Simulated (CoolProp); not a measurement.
c-C4F8 (RC318) along the isobar 296 kPa: density (kg/m³) from the reference equation and from simpler models built on Tc = 388.4 K, pc = 2778 kPa, ω = 0.355; each cubic takes its own stable root.

Values from CoolProp's reference Helmholtz-energy equation of state, Platzer 1990. This equation is an older, rougher fit.

```json
[
 {"T (K)": "337.7", "phase": "gas", "reference": "22.42"},
 {"T (K)": "352.5", "phase": "gas", "reference": "21.29"},
 {"T (K)": "367.2", "phase": "gas", "reference": "20.29"},
 {"T (K)": "382", "phase": "gas", "reference": "19.38"},
 {"T (K)": "396.7", "phase": "gas", "reference": "18.57"},
 {"T (K)": "411.5", "phase": "gas", "reference": "17.83"},
 {"T (K)": "426.2", "phase": "gas", "reference": "17.15"},
 {"T (K)": "441", "phase": "gas", "reference": "16.52"},
 {"T (K)": "455.7", "phase": "gas", "reference": "15.95"},
 {"T (K)": "470.5", "phase": "gas", "reference": "15.41"},
 {"T (K)": "485.2", "phase": "gas", "reference": "14.91"},
 {"T (K)": "500", "phase": "gas", "reference": "14.44"}
]
```

Q: How far does each simpler model (ideal gas, van der Waals, Soave-Redlich-Kwong) lie from the reference over these 12 states: mean and median of the absolute difference, and the worst?

A: 
- ideal gas: mean 3.1 %, median 2.7 %, worst -5.9 % at 337.7 K and 296 kPa
- van der Waals: mean 0.4 %, median 0.3 %, worst -1.4 % at 337.7 K and 296 kPa
- Soave-Redlich-Kwong: mean 0.1 %, median 0.1 %, worst +0.1 % at 352.5 K and 296 kPa
